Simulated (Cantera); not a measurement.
## Equilibrium for boron, boron nitride and boron oxide: BF₃ + O₂

A closed system holds: 1 mol BF₃, 0.24 mol O₂, held at 133 Pa.

Equilibrium computed with Cantera from the NASA thermochemical tables; the gas is ideal and each condensed phase is pure. Candidate condensed phases: B, B₂O₃; 21 gas species. The tables' values for BF₂ are old estimates; treat these amounts as uncertain. Rates play no part.

```json
[
 {"T (K)": "1748", "log p BF₃": "-2.97", "log p O₂": "-3.60", "log p F": "-4.95", "log p BOF": "-5.26", "log p O": "-5.93", "log p BOF₂": "-7.15", "log p BF₂": "-8.51"},
 {"T (K)": "1798", "log p BF₃": "-2.98", "log p O₂": "-3.60", "log p F": "-4.76", "log p BOF": "-5.06", "log p O": "-5.72", "log p BOF₂": "-7.03", "log p BF₂": "-8.19"},
 {"T (K)": "1848", "log p BF₃": "-2.98", "log p O₂": "-3.61", "log p F": "-4.58", "log p BOF": "-4.88", "log p O": "-5.53", "log p BOF₂": "-6.92", "log p BF₂": "-7.88"},
 {"T (K)": "1898", "log p BF₃": "-2.99", "log p O₂": "-3.62", "log p F": "-4.41", "log p BOF": "-4.71", "log p O": "-5.34", "log p BOF₂": "-6.81", "log p BF₂": "-7.59"},
 {"T (K)": "1948", "log p BF₃": "-3.00", "log p O₂": "-3.64", "log p F": "-4.25", "log p BOF": "-4.55", "log p O": "-5.17", "log p BOF₂": "-6.71", "log p BF₂": "-7.32"},
 {"T (K)": "1998", "log p BF₃": "-3.01", "log p O₂": "-3.66", "log p F": "-4.10", "log p BOF": "-4.40", "log p O": "-5.01", "log p BOF₂": "-6.63", "log p BF₂": "-7.06"},
 {"T (K)": "2048", "log p BF₃": "-3.02", "log p O₂": "-3.69", "log p F": "-3.96", "log p BOF": "-4.26", "log p O": "-4.86", "log p BOF₂": "-6.55", "log p BF₂": "-6.81"},
 {"T (K)": "2098", "log p BF₃": "-3.04", "log p O₂": "-3.73", "log p F": "-3.83", "log p BOF": "-4.13", "log p O": "-4.73", "log p BOF₂": "-6.49", "log p BF₂": "-6.58"}
]
```
log p: log10 of the partial pressure in bar; nothing condenses.

From 1748 K to 2098 K nothing is condensed. The main B-bearing gas is BF₃ throughout.
